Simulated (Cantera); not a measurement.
An adiabatic, constant-pressure homogeneous reactor starts with C₃H₈ : O₂ : N₂ : CO₂ = 1 : 6.49 : 63 : 9.4 (molar parts), at 1100 K and 1.70 bar. Integrator tolerance rtol = 1e-08.

Computed with Cantera and GRI-Mech 3.0 (53 species, 325 reactions).

```tsv
quantity	before	after
time of steepest temperature rise	82.0 ms	0.111 s
temperature at 0.800 s	1753 K	1752 K
equilibrium temperature	1750 K	1750 K
x(C₃H₈) at 0.800 s	<1e-12 (gas-phase equilibrium <1e-12)	<1e-12 (gas-phase equilibrium <1e-12)
x(O₂) at 0.800 s	0.0184 (gas-phase equilibrium 0.0179)	0.0184 (gas-phase equilibrium 0.0179)
x(CO₂) at 0.800 s	0.153 (gas-phase equilibrium 0.153)	0.153 (gas-phase equilibrium 0.153)
x(NO) at 0.800 s	1.10e-5 (gas-phase equilibrium 0.00102)	1.08e-5 (gas-phase equilibrium 0.00102)
x(C₂H₆) at 0.800 s	<1e-12 (gas-phase equilibrium <1e-12)	<1e-12 (gas-phase equilibrium <1e-12)
```

### Question
Which change was made?
A. pressure from 1.70 bar to 1.00 bar
B. pressure from 1.70 bar to 22.0 bar
C. pressure from 1.70 bar to 7.60 bar
D. pressure from 1.70 bar to 5.00 bar

### Answer
A, pressure from 1.70 bar to 1.00 bar
